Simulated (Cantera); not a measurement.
Charge: 1 mol Si, 6.5 mol Br2, a varied amount of N2, at 1300 K and 1.33 mbar.

These are equilibrium values from Cantera (NASA tables, ideal gas, pure condensed phases), not measurements of a reactor. Candidate condensed phases: Br2, Si, Si3N4; 13 gas species. The tables' values for SiBr3 are old estimates; treat these amounts as uncertain. Kinetics and transport are ignored.

x: gas mole fraction; nothing condenses.

```csv
n(N2) (mol),x N2,x Br,x SiBr4,x Br2,x SiBr3
1.5,0.141,0.684,0.0936,0.0807,0.000334
1.9,0.172,0.662,0.0900,0.0756,0.000332
2.5,?,0.632,0.0851,?,0.000329
3.1,0.251,0.605,0.0807,0.0629,0.000326
3.9,0.296,0.572,0.0756,0.0563,0.000323
5,0.349,0.532,0.0695,0.0487,0.000319
6.3,?,?,?,?,0.000315
7.9,0.457,0.451,0.0574,0.0350,0.000311
10,0.514,0.406,0.0510,0.0284,0.000307
13,0.577,0.356,0.0440,0.0219,0.000302
16,0.626,0.318,0.0387,0.0174,0.000298
20,0.675,0.278,0.0334,0.0133,0.000293
26,0.729,0.234,0.0276,0.00942,0.000288
```

**Question.** Some entries are withheld; supply them.

**Answer.** 
- 2.5, x N2: 0.214
- 2.5, x Br2: 0.0688
- 6.3, x N2: 0.402
- 6.3, x Br: 0.492
- 6.3, x SiBr4: 0.0635
- 6.3, x Br2: 0.0417
